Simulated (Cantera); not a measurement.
# Equilibrium for calcination and drying: MgSO4 + CO2 + H2 + H2S

Charge: 1 mol MgSO4, 6.9 mol CO2, 8 mol H2, 0.072 mol H2S, equilibrated at 6.20 bar.

Method: chemical equilibrium by Gibbs-energy minimisation in Cantera with the NASA 1993 tables (ideal gas, pure condensed phases). Candidate condensed phases: C, C6H6, C7H8, C8H18, H2O, H2SO4, Mg, MgCO3, MgO, Mg(OH)2, MgS, MgSO4, S; 130 gas species. Gases not in the tables: S3 to S7. Rates play no part.

From 550 K to 700 K the condensed part is C(graphite) + MgCO3(s). From 850 K to 2200 K the condensed part is MgO(s).

```csv
T (K),x H2O,x CO2,x CO,x H2,x H2S,x CH4,x SO2,x S2,n C(graphite),n MgCO3(s),n MgO(s)
550,0.463,0.385,6.75e-5,0.00469,0.0893,0.0577,<1e-12,8.56e-11,0.587,1.00,0
700,0.394,0.406,0.00403,0.0368,0.0874,0.0713,3.37e-11,5.02e-9,0.00746,1.00,0
850,0.324,0.411,0.0459,0.110,0.0752,0.0320,5.62e-10,9.05e-8,0,0,1.00
1000,0.319,0.346,0.113,0.149,0.0702,0.00169,2.32e-8,1.95e-6,0,0,1.00
1150,0.343,0.318,0.140,0.127,0.0691,3.53e-5,1.45e-6,4.37e-5,0,0,1.00
1300,0.362,0.299,0.159,0.109,0.0673,1.58e-6,3.82e-5,0.000496,0,0,1.00
1450,0.377,0.281,0.175,0.0987,0.0613,1.41e-7,0.000457,0.00286,0,0,1.00
1600,0.389,0.260,0.193,0.0958,0.0485,2.38e-8,0.00251,0.00777,0,0,1.000
1750,0.395,0.236,0.212,0.0980,0.0341,6.54e-9,0.00753,0.0118,0,0,1.000
1900,0.396,0.212,0.232,0.103,0.0226,2.47e-9,0.0152,0.0126,0,0,1.000
2050,0.392,0.190,0.251,0.109,0.0146,1.14e-9,0.0240,0.0108,0,0,1.000
2200,0.387,0.171,0.267,0.114,0.00909,5.92e-10,0.0318,0.00787,0,0,0.999
```
x: gas mole fraction; n: condensed amount in mol.
